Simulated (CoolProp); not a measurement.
A Linde-Hampson liquefier for ethylene: isothermal reversible compression at 320 K from 1 atm to 25 MPa, throttling to 1 atm, return gas leaving the recuperator 2 K below the feed. Each further row changes one setting.

The numbers come from the reference Helmholtz-energy equation of state, Smukala 2000 in CoolProp.

```
case                        liquid yield per pass  compression work (kJ/kg of gas)
--------------------------  ---------------------  -------------------------------
as stated                                   0.423                              432
high pressure 50 MPa                        0.418                              491
warm-end temperature 350 K                  0.346                              498
warm-end gap 7 K                            0.416                              432
```
